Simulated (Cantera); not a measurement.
What does this Cantera script print?

```python
import numpy as np
import cantera as ct

surf = ct.Interface("diamond.yaml", "diamond_100")
gas, bulk = surf.adjacent["gas"], surf.adjacent["diamond"]
k = surf.kinetics_species_index(bulk.species_names[0])
cover = ["c6HH", "c6H*", "c6*H", "c6**", "c6HM", "c6B"]

rows, drift = [], 0.0
print(f"{'T':>10s}{'um/h':>11s}" + "".join(f"{s:>11s}" for s in cover))
for v in [950, 1025, 1100, 1175, 1250, 1325, 1400]:
    T, P, xH, xCH3 = v, 5000, 0.031, 1.4e-05
    gas.TPX = T, P, {"H": xH, "CH3": xCH3, "CH4": 0.011, "H2": 1 - xH - xCH3 - 0.011}
    surf.TP = bulk.TP = T, P
    surf.coverages = "c6H*:0.1, c6HH:0.9"
    surf.advance_coverages(100.0)
    before = surf.coverages
    surf.advance_coverages(100.0)
    drift = max(drift, np.max(np.abs(surf.coverages - before) / (surf.coverages + 1e-9)))
    rate = surf.net_production_rates[k] * bulk.mean_molecular_weight / bulk.density * 3.6e9
    rows.append([rate, *surf[cover].coverages])
    print(f"{v:10.4g}{rate:11.4e}" + "".join(f"{x:11.3e}" for x in rows[-1][1:]))
```

It prints:

```
         T       um/h       c6HH       c6H*       c6*H       c6**       c6HM        c6B
       950 2.9166e-01  6.431e-01  1.444e-02  3.353e-01  6.770e-03  3.056e-04  7.915e-10
      1025 4.1248e-01  5.739e-01  2.091e-02  3.932e-01  1.172e-02  2.212e-04  1.119e-09
      1100 5.2871e-01  5.109e-01  2.825e-02  4.420e-01  1.863e-02  1.579e-04  1.435e-09
      1175 5.7266e-01  4.548e-01  3.613e-02  4.813e-01  2.763e-02  1.011e-04  1.554e-09
      1250 4.7094e-01  4.056e-01  4.424e-02  5.114e-01  3.871e-02  4.929e-05  1.278e-09
      1325 3.2463e-01  3.629e-01  5.231e-02  5.330e-01  5.173e-02  1.755e-05  8.809e-10
      1400 2.5816e-01  3.260e-01  6.014e-02  5.474e-01  6.645e-02  5.312e-06  7.005e-10
```

Computed with Cantera and the Harris–Goodwin 1993 mechanism for the reconstructed diamond (100) surface.
